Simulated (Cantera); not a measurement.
# Premixed flame

A freely propagating, adiabatic, planar premixed flame of H₂ : O₂ : N₂ = 1 : 0.685 : 2.58 (molar parts), unburnt at 498 K and 7500 Torr; multicomponent transport, grid criteria slope 0.08 and curve 0.16, no radiation.

Computed with Cantera and the H2/O2 subset of GRI-Mech 3.0, which has no nitrogen chemistry. The hydrogen kinetics of GRI-Mech 3.0 are dated; newer H2 mechanisms differ, most at raised pressure. Burning velocities carry a grid error of a few per cent, more on coarse grids.

| z (mm) | T (K) | u (m/s) | x H₂ | x O₂ | x H₂O₂ | x OH | x O | x HO₂ |
|---|---|---|---|---|---|---|---|---|
| -0.0898 | 498 | 1.67 | 0.233 | 0.161 | 3.38e-8 | <1e-8 | <1e-8 | 8.27e-8 |
| -0.0599 | 500 | 1.66 | 0.228 | 0.162 | 3.62e-7 | <1e-8 | <1e-8 | 8.79e-7 |
| -0.0449 | 504 | 1.66 | 0.220 | 0.163 | 1.87e-6 | <1e-8 | <1e-8 | 4.54e-6 |
| -0.0299 | 529 | 1.70 | 0.199 | 0.167 | 1.69e-5 | <1e-8 | 1.20e-7 | 4.31e-5 |
| -0.0150 | 756 | 2.32 | 0.141 | 0.164 | 0.000195 | 2.88e-5 | 1.35e-5 | 0.000783 |
| -0.00749 | 1117 | 3.35 | 0.0962 | 0.142 | 0.000245 | 0.000581 | 0.000283 | 0.00106 |
| 0 | 1506 | 4.48 | 0.0538 | 0.108 | 2.98e-5 | 0.00253 | 0.00160 | 0.000583 |
| 0.00749 | 1762 | 5.24 | 0.0264 | 0.0805 | 5.62e-6 | 0.00581 | 0.00296 | 0.000290 |
| 0.0150 | 1907 | 5.66 | 0.0140 | 0.0662 | 3.85e-6 | 0.00820 | 0.00327 | 0.000159 |
| 0.0299 | 2042 | 6.05 | 0.00622 | 0.0576 | 2.45e-6 | 0.00884 | 0.00239 | 6.82e-5 |
| 0.0599 | 2127 | 6.28 | 0.00252 | 0.0551 | 1.43e-6 | 0.00663 | 0.00106 | 2.53e-5 |
| 0.120 | 2163 | 6.38 | 0.000878 | 0.0548 | 8.35e-7 | 0.00425 | 0.000389 | 9.85e-6 |
| 0.240 | 2174 | 6.41 | 0.000407 | 0.0549 | 6.29e-7 | 0.00311 | 0.000201 | 6.14e-6 |
x: mole fraction of selected species; z is measured from the peak of heat release.

| Item | Result |
|---|---|
| laminar burning velocity | 167 cm/s |
| thermal thickness | 0.0299 mm |
| peak x(H₂O₂) | 0.000270 |
| peak x(OH) | 0.00902 |
| peak x(O) | 0.00329 |
| peak x(HO₂) | 0.00114 |
